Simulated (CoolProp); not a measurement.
Vapour-liquid equilibrium of propylene (1) + propane (2) at 303.8 K; x and y are mole fractions of (1).

Model: multi-fluid Helmholtz-energy mixture model, Lemmon 2013 and Lemmon 2009; pair parameters Bell 2016, in CoolProp.

Give the bubble pressure and the first vapour's composition at x = 0.2, 0.425, 0.575. Is there an azeotrope?

x = 0.2: 11.58 bar, y = 0.230; x = 0.425: 12.17 bar, y = 0.463; x = 0.575: 12.51 bar, y = 0.607. No azeotrope shows between x = 0.05 and 0.95.

The pair parameters rest on a limited set of measurements; away from them the model extrapolates.
